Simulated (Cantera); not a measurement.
**Hydrocarbon pyrolysis for carbon deposition**

An isothermal, constant-pressure homogeneous reactor starts with C₂H₆ : N₂ = 1 : 6.7 (molar parts), at 1425 K and 1.95 Torr.

Computed with Cantera and GRI-Mech 3.0 (53 species, 325 reactions). GRI-Mech 3.0 stops at C3 and has no aromatics, soot or wall deposition, so with more carbon than oxygen in the feed, carbon stays in small species such as C2H2 where larger ones or solid carbon would form. Radical loss at walls, strong at low pressure, is not modelled.

```json
[
 {"t (s)": "2.00e-5", "x C₂H₆": "0.130", "x H": "4.98e-9", "x C₂H": "<1e-12", "x C₂H₂": "<1e-12", "x CH₃": "2.84e-5", "x CH₂": "1.92e-12"},
 {"t (s)": "4.98e-5", "x C₂H₆": "0.130", "x H": "1.57e-8", "x C₂H": "<1e-12", "x C₂H₂": "<1e-12", "x CH₃": "7.05e-5", "x CH₂": "3.17e-11"},
 {"t (s)": "0.000124", "x C₂H₆": "0.130", "x H": "9.16e-8", "x C₂H": "<1e-12", "x C₂H₂": "<1e-12", "x CH₃": "0.000175", "x CH₂": "4.91e-10"},
 {"t (s)": "0.000308", "x C₂H₆": "0.130", "x H": "6.98e-7", "x C₂H": "<1e-12", "x C₂H₂": "1.53e-11", "x CH₃": "0.000429", "x CH₂": "7.08e-9"},
 {"t (s)": "0.000767", "x C₂H₆": "0.129", "x H": "4.92e-6", "x C₂H": "<1e-12", "x C₂H₂": "1.08e-9", "x CH₃": "0.00103", "x CH₂": "8.68e-8"},
 {"t (s)": "0.00191", "x C₂H₆": "0.128", "x H": "2.89e-5", "x C₂H": "<1e-12", "x C₂H₂": "1.62e-7", "x CH₃": "0.00234", "x CH₂": "6.91e-7"},
 {"t (s)": "0.00475", "x C₂H₆": "0.120", "x H": "9.13e-5", "x C₂H": "3.26e-10", "x C₂H₂": "2.01e-5", "x CH₃": "0.00518", "x CH₂": "2.79e-6"},
 {"t (s)": "0.0118", "x C₂H₆": "0.0901", "x H": "0.000184", "x C₂H": "7.37e-9", "x C₂H₂": "0.000760", "x CH₃": "0.00973", "x CH₂": "6.31e-6"},
 {"t (s)": "0.0294", "x C₂H₆": "0.0318", "x H": "0.000306", "x C₂H": "5.54e-8", "x C₂H₂": "0.00921", "x CH₃": "0.00893", "x CH₂": "7.10e-6"},
 {"t (s)": "0.0733", "x C₂H₆": "0.00251", "x H": "0.000246", "x C₂H": "1.01e-7", "x C₂H₂": "0.0336", "x CH₃": "0.00270", "x CH₂": "2.36e-6"},
 {"t (s)": "0.182", "x C₂H₆": "0.000164", "x H": "9.26e-5", "x C₂H": "4.89e-8", "x C₂H₂": "0.0522", "x CH₃": "0.000767", "x CH₂": "3.46e-7"},
 {"t (s)": "0.454", "x C₂H₆": "2.27e-5", "x H": "4.06e-5", "x C₂H": "2.38e-8", "x C₂H₂": "0.0637", "x CH₃": "0.000305", "x CH₂": "6.51e-8"},
 {"t (s)": "1.13", "x C₂H₆": "6.18e-6", "x H": "2.18e-5", "x C₂H": "1.36e-8", "x C₂H₂": "0.0724", "x CH₃": "0.000153", "x CH₂": "1.74e-8"},
 {"t (s)": "2.81", "x C₂H₆": "2.90e-6", "x H": "1.55e-5", "x C₂H": "1.01e-8", "x C₂H₂": "0.0794", "x CH₃": "0.000103", "x CH₂": "8.10e-9"},
 {"t (s)": "7.00", "x C₂H₆": "2.95e-6", "x H": "1.68e-5", "x C₂H": "1.12e-8", "x C₂H₂": "0.0839", "x CH₃": "0.000106", "x CH₂": "8.81e-9"}
]
```
x: mole fraction; the columns are a selection and need not sum to one.

Equilibrium at this temperature and pressure: C₂H₆ 1.64e-10, H 6.11e-5, C₂H 2.00e-8, C₂H₂ 0.0583, CH₃ 6.94e-7, CH₂ 1.54e-10 (gas phase only).
